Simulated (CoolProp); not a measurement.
Hexamethyldisiloxane (MM) at 492.08 K and 1.05 MPa is compressed adiabatically to 5.33 MPa with isentropic efficiency 0.8. Each further row changes one setting.

Values from CoolProp's reference Helmholtz-energy equation of state, Thol 2016.

```
case             work (kJ/kg)  final temperature (K)  final density (kg/m³)
---------------  ------------  ---------------------  ---------------------
as stated                22.5                  547.7                    444
efficiency 1             18.0                  546.0                    448
efficiency 0.65          27.7                  549.6                    440
```
